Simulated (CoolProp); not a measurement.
Vapour pressure (MPa) of propylene glycol: the reference equation beside estimates from Tc = 674.0 K, pc = 7.292 MPa, ω = 0.327. Clausius-Clapeyron is anchored at 446.1 K with a constant enthalpy of vaporisation of 54.44 kJ/mol.

Model: reference Helmholtz-energy equation of state, Eisenbach 2021, in CoolProp.

```
T (K)  reference  Clausius-Clapeyron  Redlich-Kwong  Soave-Redlich-Kwong
-----  ---------  ------------------  -------------  -------------------
424.1          ?             0.02913         0.2419               0.1025
431.4    0.03738             0.03783         0.2853               0.1259
438.8    0.04863             0.04886         0.3350               0.1538
446.1    0.06238             0.06238         0.3901               0.1859
453.5    0.07948             0.07926         0.4525               0.2237
460.9     0.1003             0.09993         0.5218               0.2672
468.2     0.1251              0.1247         0.5975                    ?
475.6          ?              0.1550         0.6820               0.3735
482.9     0.1904              0.1909         0.7735               0.4371
490.3     0.2326              0.2343         0.8749                    ?
497.7     0.2821              0.2857         0.9854               0.5918
505       0.3389                   ?          1.104               0.6822
512.4     0.4057              0.4167          1.234               0.7841
519.8     0.4826              0.4999          1.374                    ?
527.1     0.5697                   ?              ?                1.021
```

Complete the blanks.


- 424.1, reference: 0.02852
- 468.2, Soave-Redlich-Kwong: 0.3165
- 475.6, reference: 0.1552
- 490.3, Soave-Redlich-Kwong: 0.5100
- 505, Clausius-Clapeyron: 0.3456
- 519.8, Soave-Redlich-Kwong: 0.8973
- 527.1, Clausius-Clapeyron: 0.5951
- 527.1, Redlich-Kwong: 1.523

Absolute difference from the reference over all 15 rows, mean and median: Clausius-Clapeyron 1.3 and 0.7 %, Redlich-Kwong 383.1 and 339.4 %, Soave-Redlich-Kwong 151.4 and 140.7 %.
